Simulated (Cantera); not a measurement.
Input: 1 mol FeS2, 0.64 mol SO2, 1.2 mol H2O, at 13.3 mbar.

Method: chemical equilibrium by Gibbs-energy minimisation in Cantera with the NASA 1993 tables (ideal gas, pure condensed phases). Candidate condensed phases: Fe, FeO, Fe(OH)2, Fe(OH)3, FeS, FeSO4, FeS2, Fe2O3, Fe2(SO4)3, Fe3O4, H2O, H2SO4, S; 22 gas species. Metal and sulfide melt together well below either melting point, which pure phases cannot show. Mutual solubility and eutectic melting of coexisting phases are not modelled. The tables' stoichiometric FeO is somewhat more stable than real wüstite, so its field is too wide. FeO, FeS: taken at fixed stoichiometry. Gases not in the tables: S3 to S7. Equilibrium is a limit: real reactors are often held back by kinetics, nucleation or transport.

Problem. Which condensed phases are stable at each of these points (T (°C)): 475, 575, 675, 775, 875, 975, 1075, 1175, 1275, 1375?

Solution. 
```json
[
 {"T (°C)": "475", "condensed phases": "FeS2(s) + Fe3O4(s)", "Fe condensed (%)": "100.0"},
 {"T (°C)": "575", "condensed phases": "FeS(s) + FeS2(s)", "Fe condensed (%)": "100.0"},
 {"T (°C)": "675", "condensed phases": "FeS(s)", "Fe condensed (%)": "100.0"},
 {"T (°C)": "775", "condensed phases": "FeS(s)", "Fe condensed (%)": "100.0"},
 {"T (°C)": "875", "condensed phases": "FeS(s)", "Fe condensed (%)": "100.0"},
 {"T (°C)": "975", "condensed phases": "FeS(s)", "Fe condensed (%)": "100.0"},
 {"T (°C)": "1075", "condensed phases": "FeS(s)", "Fe condensed (%)": "100.0"},
 {"T (°C)": "1175", "condensed phases": "FeO(s) + FeS(s)", "Fe condensed (%)": "100.0"},
 {"T (°C)": "1275", "condensed phases": "FeO(s) + FeS(l)", "Fe condensed (%)": "100.0"},
 {"T (°C)": "1375", "condensed phases": "FeO(s) + FeS(l)", "Fe condensed (%)": "100.0"}
]
```

At 475 °C the condensed part is FeS2(s) + Fe3O4(s). At 575 °C the condensed part is FeS(s) + FeS2(s). From 675 °C to 1075 °C the condensed part is FeS(s). At 1175 °C the condensed part is FeO(s) + FeS(s). From 1275 °C to 1375 °C the condensed part is FeO(s) + FeS(l).
